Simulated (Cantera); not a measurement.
A closed system holds: 1 mol C2F6, 0.051 mol F2, 0.47 mol H2, at 2777 °C and 2.10 Pa.

Equilibrium computed with Cantera from the NASA thermochemical tables; the gas is ideal and each condensed phase is pure. Candidate condensed phases: C, C6H6, C7H8, C8H18; 95 gas species. The feed counts by its element totals alone. Equilibrium is a limit: real reactors are often held back by kinetics, nucleation or transport.

Base state: F 0.681, C 0.198, H 0.100, C2 0.00681, HF 0.00627, CF 0.00449, C3 0.00342 (mole fractions); condensed: gas only.

**Question.** What changes in the equilibrium state with this change: H2 from 0.47 to 0.082 mol?

**Answer.** 
```
species   before    after
-------  -------  -------
F          0.681    0.749
C          0.198    0.214
H          0.100   0.0190
HF       0.00627  0.00131
C3       0.00342  0.00427
CF       0.00449  0.00532
C2       0.00681  0.00791
```

**Question.** What changes in the equilibrium state with this change: H2 from 0.47 to 19 mol?

**Answer.** 
| species | before | after |
|---|---|---|
| H | 0.100 | 0.823 |
| F | 0.681 | 0.124 |
| C | 0.198 | 0.0429 |
| C3 | 0.00342 | 3.46e-5 |
| H2 | 6.25e-6 | 0.000421 |
| CF | 0.00449 | 0.000177 |
